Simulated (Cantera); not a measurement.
Mixture: CH₄ : C₂H₆ : C₃H₈ : O₂ : N₂ = 1 : 0.04 : 0.035 : 2.41 : 9.07 (molar parts), equivalence ratio 0.96, at 1.88 atm, adiabatic and at constant volume. Ignition delay is the time to a rise of 400 K.

Cantera simulation using GRI-Mech 3.0 (53 species, 325 reactions); the numbers are that mechanism's predictions, not measurements.

Q: What does this change do: 0.49 parts H2O added?

A: 
```csv
quantity,before,after
delay at 1023 K,98.3 ms,97.4 ms
delay at 1123 K,22.3 ms,22.9 ms
delay at 1223 K,5.03 ms,5.32 ms
delay at 1323 K,1.23 ms,1.33 ms
delay at 1423 K,0.359 ms,0.389 ms
apparent activation energy between 1323 and 1423 K,190 kJ/mol,190 kJ/mol
```
